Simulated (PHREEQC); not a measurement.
Solution (25 °C): 0.0047 mol HCl and 0.19 mol Li2SO4 per kg of water. It is in equilibrium with CO2 at log p = -2 (atm). Otherwise closed; pH follows from the charge balance.

The numbers come from PHREEQC with the Pitzer model, pitzer.dat.

Q: The ionic strength comes out as 0.568 mol/kgw. What activity coefficients do SO4-2, Li+, H+, HSO4-, Cl- get?

A: SO4-2 0.15, Li+ 0.69, H+ 0.55, HSO4- 0.52, Cl- 0.64. Single-ion values are on the MacInnes scale.

Precipitation was switched off in this run. Complexes and solids missing from the database can't appear.
